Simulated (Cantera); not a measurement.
An adiabatic, constant-volume homogeneous reactor starts with 4.21 % CH4, 0.362 % H2, 20.0 % O2, 75.4 % N2, equivalence ratio 0.43, at 1075 K and 510000 Pa.

Model: GRI-Mech 3.0 (53 species, 325 reactions), integrated in Cantera.

**Question.** Predict: time of steepest temperature rise; temperature at 0.300 s; equilibrium temperature; x(H2) at 0.300 s; x(O2) at 0.300 s; x(H2O) at 0.300 s.

**Answer.** time of steepest temperature rise: 11.6 ms
temperature at 0.300 s: 2219 K
equilibrium temperature: 2219 K
x(H2) at 0.300 s: 0.000104 (gas-phase equilibrium 0.000104)
x(O2) at 0.300 s: 0.109 (gas-phase equilibrium 0.109)
x(H2O) at 0.300 s: 0.0867 (gas-phase equilibrium 0.0867)
